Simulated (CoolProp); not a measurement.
Neopentane along the isobar 19.1 MPa: fugacity coefficient from the reference equation and from simpler models built on Tc = 160.6 °C, pc = 3.196 MPa, ω = 0.196; each cubic takes its own stable root.

Model: reference Helmholtz-energy equation of state, Lemmon 2006, in CoolProp. It is a short technical equation, of lower accuracy than the large ones.

```json
[
 {"T (°C)": "157.65", "phase": "liquid", "reference": "0.2232"},
 {"T (°C)": "174.75", "phase": "supercritical", "reference": "0.2639"},
 {"T (°C)": "191.75", "phase": "supercritical", "reference": "0.3060"},
 {"T (°C)": "208.75", "phase": "supercritical", "reference": "0.3489"},
 {"T (°C)": "225.75", "phase": "supercritical", "reference": "0.3921"},
 {"T (°C)": "242.85", "phase": "supercritical", "reference": "0.4353"},
 {"T (°C)": "259.85", "phase": "supercritical", "reference": "0.4775"},
 {"T (°C)": "276.85", "phase": "supercritical", "reference": "0.5184"}
]
```

How far does each simpler model (Redlich-Kwong, Soave-Redlich-Kwong) lie from the reference over these 8 states: mean and median of the absolute difference, and the worst?


- Redlich-Kwong: mean 3.1 %, median 2.7 %, worst +7.8 % at 157.65 °C and 19.1 MPa
- Soave-Redlich-Kwong: mean 8.1 %, median 8.3 %, worst +8.7 % at 276.85 °C and 19.1 MPa
